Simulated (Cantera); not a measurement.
A counterflow diffusion flame at 1.00 bar, nozzles 20 mm apart: fuel side CH₄ : C₂H₆ : C₃H₈ = 1 : 0.18 : 0.92 (molar parts) at 525 K, oxidiser side O₂ : N₂ = 0.27 : 0.73 (molar parts) at 475 K, fuel mass flux 0.97 times the oxidiser's; mixture-averaged transport, no radiation.

Detailed kinetics in Cantera: GRI-Mech 3.0 (53 species, 325 reactions). GRI-Mech 3.0 was tuned for natural gas; its chemistry of propane as a main component is partial and can be far from experiment. GRI-Mech 3.0 has no aromatics or soot, which form on the fuel side of real flames. The maximum strain rate includes the flame's own expansion and is several times the mean.

x: mole fraction; the columns are a selection and need not sum to one.

```
oxidiser flux (kg/m²/s)  max strain (1/s)  mean strain (1/s)  T max (K)  peak x OH  peak x H  peak x NO  peak x CO  peak x C₂H₂
-----------------------  ----------------  -----------------  ---------  ---------  --------  ---------  ---------  -----------
0.25                                  217               34.9       2337     0.0138   0.00621   0.000570     0.0982       0.0454
0.35                                  294               48.8       2314     0.0139   0.00655   0.000512     0.0964       0.0443
0.49                                  398               68.4       2293     0.0138   0.00689   0.000462     0.0946       0.0430
0.69                                  545               96.3       2273     0.0137   0.00724   0.000418     0.0930       0.0415
0.97                                  745                135       2255     0.0136   0.00761   0.000377     0.0917       0.0401
1.4                                  1040                195       2234     0.0135   0.00800   0.000333     0.0905       0.0384
1.9                                  1380                265       2214     0.0132   0.00827   0.000292     0.0895       0.0366
2.7                                     ?                377       2189     0.0128   0.00852          ?     0.0886       0.0343
3.7                                     ?                516       2163     0.0123   0.00865          ?     0.0881       0.0320
5.2                                  3490                726       2132     0.0116   0.00866   0.000155     0.0880       0.0290
```

Task: Complete the blanks.

Result: 
- 2.7, max strain (1/s): 1910
- 2.7, peak x NO: 0.000245
- 3.7, max strain (1/s): 2550
- 3.7, peak x NO: 0.000202
